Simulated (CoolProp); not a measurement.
A simple Rankine cycle with propane: condensing at 295.15 K, boiler at 2.37 MPa, turbine inlet 488.6 K, turbine efficiency 0.65, pump efficiency 0.6, no recuperator. Each further row changes one setting.

The numbers come from the reference Helmholtz-energy equation of state, Lemmon 2009 in CoolProp.

```tsv
case	thermal efficiency (%)	net work (kJ/kg)	heat in (kJ/kg)	turbine exit temperature (K)	volume ratio over the turbine
as stated	6.5	48.6	743	460.4	2.65
turbine inlet 508.6 K	6.5	51.4	796	…	2.64
condensing temperature 287.15 K	7.8	59.4	764	454.9	…
boiler pressure 1.66 MPa	4.3	32.7	754	471.1	1.86
turbine efficiency 0.55	5.4	40.4	743	…	…
```

Complete the blanks.


- turbine inlet 508.6 K, turbine exit temperature (K): 480.7
- condensing temperature 287.15 K, volume ratio over the turbine: 3.26
- turbine efficiency 0.55, turbine exit temperature (K): 463.8
- turbine efficiency 0.55, volume ratio over the turbine: 2.67
